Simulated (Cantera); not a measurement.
A Cantera script and its output.

```python
import numpy as np
import cantera as ct

gas = ct.Solution("h2o2.yaml")
gas.TPX = 1200, 3100, {'H2': 0.052, 'O2': 1, 'N2': 0.52}
reactor = ct.IdealGasConstPressureReactor(gas, energy="off", clone=False)
net = ct.ReactorNet([reactor])
net.rtol, net.atol = 1e-08, 1e-18
show = ['H2', 'O2', 'O', 'H2O', 'H2O2', 'H']
times = np.geomspace(0.0004, 30, 15)

steps = ct.SolutionArray(gas, extra=["t"])
rows = []
print(f"{'t/s':>10s}{'T/K':>9s}{'P/Pa':>11s}" + "".join(f"{s:>11s}" for s in show))
for t in times:
    while net.time < t:
        t_next = net.step()
        steps.append(gas.state, t=t_next)
    rows.append([np.interp(t, steps.t, y) for y in (steps.T, steps.P, *steps(*show).X.T)])
    print(f"{t:10.3e}{rows[-1][0]:9.1f}{rows[-1][1]:11.4g}" + "".join(f"{x:11.3e}" for x in rows[-1][2:]))
rate = np.gradient(steps.T, steps.t)
print("integrator steps:", len(steps.t))
if steps.T.max() > steps.T[0] + 200:
    print(f"time of steepest temperature rise: {steps.t[rate.argmax()]:.4e} s")
gas.TPX = 1200, 3100, {'H2': 0.052, 'O2': 1, 'N2': 0.52}
gas.equilibrate("TP")
print(f"equilibrium (TP): T = {gas.T:.1f} K  " + "  ".join(f"{s} {gas[s].X[0]:.3e}" for s in show))
```

Output:

```
       t/s      T/K       P/Pa         H2         O2          O        H2O       H2O2          H
 4.000e-04   1200.0       3100  3.308e-02  6.361e-01  1.833e-07  2.529e-07  2.279e-11  8.594e-08
 8.918e-04   1200.0       3100  3.301e-02  6.361e-01  3.262e-05  4.802e-05  3.009e-10  1.512e-05
 1.988e-03   1200.0       3100  2.426e-03  6.134e-01  1.740e-02  2.574e-02  2.742e-07  6.442e-03
 4.433e-03   1200.0       3100  4.860e-04  6.142e-01  1.751e-02  2.984e-02  1.245e-07  3.720e-03
 9.884e-03   1200.0       3100  3.271e-04  6.195e-01  1.152e-02  3.120e-02  1.251e-07  1.991e-03
 2.204e-02   1200.0       3100  1.570e-04  6.250e-01  5.415e-03  3.245e-02  1.168e-07  6.418e-04
 4.913e-02   1200.0       3100  5.104e-05  6.283e-01  1.750e-03  3.315e-02  9.119e-08  1.178e-04
 1.095e-01   1200.0       3100  1.281e-05  6.295e-01  4.420e-04  3.343e-02  5.556e-08  1.497e-05
 2.442e-01   1200.0       3100  3.024e-06  6.299e-01  1.056e-04  3.354e-02  2.713e-08  1.754e-06
 5.445e-01   1200.0       3100  7.693e-07  6.300e-01  2.725e-05  3.359e-02  1.157e-08  2.302e-07
 1.214e+00   1200.0       3100  2.224e-07  6.300e-01  7.983e-06  3.361e-02  4.678e-09  3.654e-08
 2.707e+00   1200.0       3100  7.296e-08  6.300e-01  2.648e-06  3.362e-02  1.891e-09  6.983e-09
 6.035e+00   1200.0       3100  2.657e-08  6.300e-01  9.725e-07  3.363e-02  7.849e-10  1.554e-09
 1.346e+01   1200.0       3100  1.064e-08  6.300e-01  3.918e-07  3.363e-02  3.432e-10  3.976e-10
 3.000e+01   1200.0       3100  4.984e-09  6.300e-01  1.841e-07  3.363e-02  1.723e-10  1.283e-10
integrator steps: 2082
equilibrium (TP): T = 1200.0 K  H2 3.078e-09  O2 6.300e-01  O 1.137e-07  H2O 3.363e-02  H2O2 1.126e-10  H 6.260e-11
```

Computed with Cantera and the H2/O2 subset of GRI-Mech 3.0, which has no nitrogen chemistry. Radical loss at walls, strong at low pressure, is not modelled.
